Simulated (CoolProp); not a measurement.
A single-stage vapour-compression cycle with carbon dioxide: evaporating at 243.15 K (dew point), condensing at 294.15 K (bubble point), superheat 0 K, subcooling 2 K, compressor efficiency 0.75, no pressure losses. Each further row changes one setting.

Values from CoolProp's reference Helmholtz-energy equation of state, Span 1996.

| case | cooling COP | pressure ratio | discharge temperature (K) | refrigerating effect (kJ/kg) | volumetric capacity (kJ/m³) |
|---|---|---|---|---|---|
| as stated | 2.19 | 4.11 | 361.5 | 186 | 6890 |
| evaporating temperature 248.15 K | … | 3.49 | 352.3 | 186 | 8160 |
| condensing temperature 289.15 K | … | 3.65 | 350.4 | 201 | 7440 |
| subcooling 7 K | 2.39 | 4.11 | 361.5 | 202 | 7510 |
| superheat 10 K | 2.17 | 4.11 | 375.8 | 197 | 6810 |
| compressor efficiency 0.65 | … | 4.11 | 372.4 | 186 | 6890 |

Q: Some entries are withheld; supply them.

A: 
- evaporating temperature 248.15 K, cooling COP: 2.54
- condensing temperature 289.15 K, cooling COP: 2.62
- compressor efficiency 0.65, cooling COP: 1.90
